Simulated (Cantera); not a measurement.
A closed system holds: 1 mol Fe(CO)5, 1.3 mol O2, 40 mol N2, equilibrated at 1400 °C and 110 Pa.

Cantera equilibrium calculation (NASA polynomials, part measured and part estimated; ideal gas, pure solids and liquids). Candidate condensed phases: C, Fe, Fe(CO)5, FeO, Fe2O3, Fe3O4; 27 gas species. The tables' stoichiometric FeO is somewhat more stable than real wüstite, so its field is too wide. FeO: taken at fixed stoichiometry. The numbers say what is thermodynamically allowed, not how fast it happens.

Base state: N2 0.888, CO 0.0744, CO2 0.0366, Fe 0.00106, FeO 1.34e-5 (mole fractions); condensed: FeO(l).

### Question
What changes in the equilibrium state with this change: temperature from 1400 °C to 1327 °C?

### Answer
```json
[
 {"species": "N2", "before": "0.888", "after": "0.889"},
 {"species": "CO", "before": "0.0744", "after": "0.0752"},
 {"species": "CO2", "before": "0.0366", "after": "0.0359"},
 {"species": "Fe", "before": "0.00106", "after": "0.000319"},
 {"species": "FeO", "before": "1.34e-5", "after": "2.72e-6"},
 {"species": "FeO(l), mol", "before": "0.952", "after": "0"},
 {"species": "FeO(s), mol", "before": "0", "after": "0.986"}
]
```

### Question
What changes in the equilibrium state with this change: temperature from 1400 °C to 1052 °C?

### Answer
```
species       before    after
-----------  -------  -------
N2             0.888    0.889
CO            0.0744   0.0756
CO2           0.0366   0.0356
Fe           0.00106  7.74e-7
FeO          1.34e-5  1.15e-9
FeO(l), mol    0.952        0
FeO(s), mol        0    1.000
```
